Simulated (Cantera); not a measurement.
Input: 1 mol HBr, 3.4 mol H₂O, at 1825 K and 1100000 Pa.

Equilibrium computed with Cantera from the NASA thermochemical tables; the gas is ideal and each condensed phase is pure. Candidate condensed phases: Br₂, H₂O; 12 gas species. Kinetics and transport are ignored.

Base state: H₂O 0.768, HBr 0.212, Br 0.0121, H₂ 0.00715, Br₂ 0.00104, OH 8.43e-5, H 1.12e-5 (mole fractions); condensed: gas only.

Question: What changes in the equilibrium state with this change: temperature from 1825 K to 1548 K?

Answer: 
```tsv
species	before	after
H₂O	0.768	0.771
HBr	0.212	0.222
Br	0.0121	0.00341
H₂	0.00715	0.00258
H	1.12e-5	4.72e-7
OH	8.43e-5	4.71e-6
Br₂	0.00104	0.000874
```

Question: What changes in the equilibrium state with this change: HBr replaced by HI?

Answer: 
| species | before | after |
|---|---|---|
| H₂O | 0.768 | 0.731 |
| I | 0 | 0.108 |
| HI | 0 | 0.0887 |
| HBr | 0.212 | 0 |
| Br | 0.0121 | 0 |
| H₂ | 0.00715 | 0.0632 |
| I₂ | 0 | 0.00917 |
| Br₂ | 0.00104 | 0 |
| OH | 8.43e-5 | 2.70e-5 |
Further candidate phases: I₂.

Question: What changes in the equilibrium state with this change: H₂O from 3.4 to 0.51 mol?

Answer: 
```csv
species,before,after
HBr,0.212,0.622
H₂O,0.768,0.334
Br,0.0121,0.0239
H₂,0.00715,0.0160
Br₂,0.00104,0.00403
OH,8.43e-5,2.45e-5
```
